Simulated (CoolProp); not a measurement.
A single-stage vapour-compression cycle with the fluid: evaporating at 294.15 K (dew point), condensing at 348.15 K (bubble point), superheat 2 K, subcooling 2 K, compressor efficiency 0.75, no pressure losses. The same conditions are run with several fluids, on thermodynamics alone (safety and materials aside).

Values from CoolProp's reference Helmholtz-energy equation of state of each fluid (n-perfluoropentane: Gao 2022; R22: Kamei 1995; benzene: Thol 2012; R245ca: Zhou 2016; sulfur dioxide: Gao 2016; isobutene: Lemmon 2005).

Question: Rank n-perfluoropentane, R22, benzene, R245ca, sulfur dioxide, isobutene by cooling COP, highest first.

Answer: benzene (3.56), sulfur dioxide (3.33), R245ca (3.15), isobutene (3.08), R22 (2.75), n-perfluoropentane (2.25)

```csv
fluid,pressure ratio,discharge temperature (K),refrigerating effect (kJ/kg),volumetric capacity (kJ/m³)
n-perfluoropentane,5.66,348.1,37.8,342
R22,3.55,380.6,116,4530
benzene,8.22,378.5,345,116
R245ca,5.84,349.0,135,649
sulfur dioxide,4.68,434.9,287,2720
isobutene,4.08,354.6,235,1570
```

The compression ends wet for: n-perfluoropentane.
